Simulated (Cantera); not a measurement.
An adiabatic, constant-volume homogeneous reactor starts with H₂ : O₂ : N₂ : H₂O = 1 : 0.333 : 1.25 : 0.11 (molar parts), at 1525 K and 1.00 atm.

Model: GRI-Mech 3.0 (53 species, 325 reactions), integrated in Cantera.

Problem. Predict: time of steepest temperature rise; temperature at 0.100 s; equilibrium temperature; x(H₂) at 0.100 s; x(O₂) at 0.100 s; x(H₂O) at 0.100 s; x(NO) at 0.100 s; x(N₂O) at 0.100 s; x(H₂O₂) at 0.100 s.

Solution. 
```
Item                                                                 Value
---------------------------------  ---------------------------------------
time of steepest temperature rise                                  12.7 µs
temperature at 0.100 s                                              2959 K
equilibrium temperature                                             2959 K
x(H₂) at 0.100 s                       0.143 (gas-phase equilibrium 0.143)
x(O₂) at 0.100 s                   0.00317 (gas-phase equilibrium 0.00317)
x(H₂O) at 0.100 s                      0.276 (gas-phase equilibrium 0.276)
x(NO) at 0.100 s                   0.00448 (gas-phase equilibrium 0.00448)
x(N₂O) at 0.100 s                  2.72e-7 (gas-phase equilibrium 2.72e-7)
x(H₂O₂) at 0.100 s                 3.39e-7 (gas-phase equilibrium 3.39e-7)
```
